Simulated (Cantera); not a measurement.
Cantera run:

```python
import numpy as np
import cantera as ct

gas_names = """
    C CN CO CO2 C2 CCN CNC C2N2 C2O C3 C3O2 C4 C4N2 C5 N NCO NO NO2 NO3 N2 N2O O O2 O3 Si SiC SiC2 SiN
    SiO SiO2 Si2 Si2C Si2N Si3
""".split()
cond_names = """
    C(gr) Si(cr) Si(L) SiC(b) SiO2(Lqz) SiO2(hqz) SiO2(L) Si2N2O(s) Si3N4(a)
""".split()


def load(file, names, dense=False):
    # The tables refer to 1 bar. Condensed volumes are neglected.
    table = {s.name: s for s in ct.Species.list_from_file(file)}
    out = []
    for n in names:
        d = dict(table[n].input_data)
        d["thermo"] = dict(d["thermo"], **{"reference-pressure": 1e5})
        if dense:
            d["equation-of-state"] = {"model": "constant-volume", "density": "1e6 g/cm^3"}
        out.append(ct.Species.from_dict(d))
    return out


gas = ct.Solution(thermo="ideal-gas", species=load("nasa_gas.yaml", gas_names))
cond = {s.name: ct.Solution(thermo="fixed-stoichiometry", species=[s], name=s.name)
        for s in load("nasa_condensed.yaml", cond_names, dense=True)}
atoms = {
    'SiC': {'Si': 1, 'C': 1},
    'O2': {'O': 2},
    'N2': {'N': 2},
}
top_T = {'C(gr)': 4500, 'SiC(b)': 3050, 'Si2N2O(s)': 2100, 'Si3N4(a)': 2400}  # K; cautious upper limits of use, not melting points


def equilibrate(T, P, feed):
    n = {}
    for name, mol in feed.items():
        for a, k in atoms[name].items():
            n[a] = n.get(a, 0.0) + k * mol
    gas.TPX = T, P, n
    mass = sum(n.values()) * gas.mean_molecular_weight
    gas.equilibrate("TP")
    valid = [c for c in cond.values() if c.min_temp <= T <= top_T.get(c.name, c.max_temp)]
    mix = ct.Mixture([(gas, mass / gas.mean_molecular_weight)] + [(c, 0.0) for c in valid])
    mix.T, mix.P = T, P
    mix.equilibrate("TP", solver="vcs", rtol=1e-11, max_steps=5000)
    return mix


results = []
T = 1798  # K
P = 0.54  # Pa
for m in [0.14, 0.19, 0.25, 0.31, 0.36, 0.42, 0.48, 0.53, 0.59, 0.65, 0.7]:
    feed = {'SiC': 1, 'O2': m, 'N2': 31}  # mol
    mix = equilibrate(T, P, feed)
    results.append((T, P, feed, dict(zip(mix.species_names, mix.species_moles))))

top = {s: max(r[3][s] / sum(r[3][g] for g in gas_names) for r in results) for s in gas_names}
cols = sorted((s for s in top if top[s] > 1e-05), key=lambda s: -top[s])[:8]
seen = [c for c in cond_names if any(r[3].get(c, 0) > 1e-12 for r in results)]
print("log10 of partial pressures in bar; condensed amounts in mol")
print(f"{'n(O2)':>10s}" + "".join(f"{s[:9]:>10s}" for s in cols + seen))
for T, P, feed, n in results:
    ng = sum(n[g] for g in gas_names)
    print(f"{feed['O2']:10.4g}" + "".join(f"{np.log10(max(n[s] / ng * P / 1e5, 1e-99)):10.3f}" for s in cols)
          + "".join(f"{n.get(c, 0):10.4g}" for c in seen))
```

Output:

```
log10 of partial pressures in bar; condensed amounts in mol
     n(O2)        N2        CO        Si       SiO      Si2C      SiC2       SiN        CN     C(gr)    SiC(b)
      0.14    -5.278    -7.324    -7.133    -9.582    -9.111    -8.974   -10.123   -10.162     0.154    0.5501
      0.19    -5.279    -7.193    -7.133    -9.451    -9.111    -8.974   -10.124   -10.163    0.0565    0.5481
      0.25    -5.281    -7.077    -7.080    -9.228    -9.058    -9.027   -10.072   -10.217         0    0.4868
      0.31    -5.285    -6.988    -6.994    -8.968    -8.973    -9.113    -9.988   -10.305         0    0.3706
      0.36    -5.287    -6.927    -6.936    -8.790    -8.914    -9.172    -9.930   -10.365         0    0.2741
      0.42    -5.290    -6.865    -6.876    -8.609    -8.855    -9.231    -9.872   -10.426         0    0.1591
      0.48    -5.293    -6.812    -6.826    -8.455    -8.804    -9.282    -9.824   -10.478         0   0.04521
      0.53    -5.295    -6.788    -6.819    -7.977    -9.239   -10.170    -9.818   -10.926         0         0
      0.59    -5.295    -6.787    -6.874    -7.529    -9.851   -11.230    -9.873   -11.428         0         0
      0.65    -5.295    -6.786    -6.942    -7.308   -10.275   -11.873    -9.941   -11.716         0         0
       0.7    -5.295    -6.786    -7.009    -7.184   -10.599   -12.322   -10.008   -11.907         0         0
```

These are equilibrium values from Cantera (NASA tables, ideal gas, pure condensed phases), not measurements of a reactor. The tables' values for SiN are old estimates; treat these amounts as uncertain.
